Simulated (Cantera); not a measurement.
A Cantera script and its output.

```python
import numpy as np
import cantera as ct

gas = ct.Solution("gri30.yaml")
gas.TPX = 1200, 88000, {'CH4': 1, 'O2': 3.7, 'N2': 13.9}
reactor = ct.IdealGasReactor(gas, energy="on", clone=False)
net = ct.ReactorNet([reactor])
net.rtol, net.atol = 1e-08, 1e-16
show = ['CH4', 'O2', 'NO2', 'HO2', 'H2O2', 'H']
times = np.geomspace(8e-06, 2, 12)

steps = ct.SolutionArray(gas, extra=["t"])
rows = []
print(f"{'t/s':>10s}{'T/K':>9s}{'P/Pa':>11s}" + "".join(f"{s:>11s}" for s in show))
for t in times:
    while net.time < t:
        t_next = net.step()
        steps.append(gas.state, t=t_next)
    rows.append([np.interp(t, steps.t, y) for y in (steps.T, steps.P, *steps(*show).X.T)])
    print(f"{t:10.3e}{rows[-1][0]:9.1f}{rows[-1][1]:11.4g}" + "".join(f"{x:11.3e}" for x in rows[-1][2:]))
rate = np.gradient(steps.T, steps.t)
print("integrator steps:", len(steps.t))
if steps.T.max() > steps.T[0] + 200:
    print(f"time of steepest temperature rise: {steps.t[rate.argmax()]:.4e} s")
gas.TPX = 1200, 88000, {'CH4': 1, 'O2': 3.7, 'N2': 13.9}
gas.equilibrate("UV")
print(f"equilibrium (UV): T = {gas.T:.1f} K  " + "  ".join(f"{s} {gas[s].X[0]:.3e}" for s in show))
```

Output:

```
       t/s      T/K       P/Pa        CH4         O2        NO2        HO2       H2O2          H
 8.000e-06   1200.0    8.8e+04  5.376e-02  1.989e-01  1.048e-28  3.454e-09  4.286e-12  8.586e-12
 2.476e-05   1200.0    8.8e+04  5.376e-02  1.989e-01  6.490e-27  1.066e-08  4.008e-11  1.054e-11
 7.665e-05   1200.0    8.8e+04  5.376e-02  1.989e-01  3.633e-25  3.275e-08  3.566e-10  1.686e-11
 2.373e-04   1200.0    8.8e+04  5.376e-02  1.989e-01  2.545e-23  9.886e-08  2.758e-09  4.007e-11
 7.345e-04   1200.0    8.8e+04  5.376e-02  1.989e-01  2.280e-21  2.807e-07  1.521e-08  1.585e-10
 2.274e-03   1200.0    8.8e+04  5.376e-02  1.989e-01  2.524e-19  5.887e-07  4.434e-08  1.149e-09
 7.038e-03   1200.4  8.803e+04  5.369e-02  1.989e-01  2.133e-17  9.330e-07  7.654e-08  4.847e-09
 2.178e-02   1205.1  8.837e+04  5.302e-02  1.984e-01  2.899e-15  4.141e-06  5.234e-07  3.337e-08
 6.743e-02   2468.5  1.822e+05  8.395e-19  8.364e-02  9.914e-06  7.688e-06  2.587e-07  5.931e-04
 2.087e-01   2467.4  1.821e+05  8.303e-19  8.336e-02  1.035e-05  7.646e-06  2.576e-07  5.893e-04
 6.461e-01   2467.4  1.821e+05  8.303e-19  8.336e-02  1.035e-05  7.646e-06  2.576e-07  5.893e-04
 2.000e+00   2467.4  1.821e+05  8.303e-19  8.336e-02  1.035e-05  7.646e-06  2.576e-07  5.893e-04
integrator steps: 2243
time of steepest temperature rise: 3.5757e-02 s
equilibrium (UV): T = 2467.4 K  CH4 1.226e-18  O2 8.336e-02  NO2 1.035e-05  HO2 7.646e-06  H2O2 2.576e-07  H 5.893e-04
```

Model: GRI-Mech 3.0 (53 species, 325 reactions), integrated in Cantera.
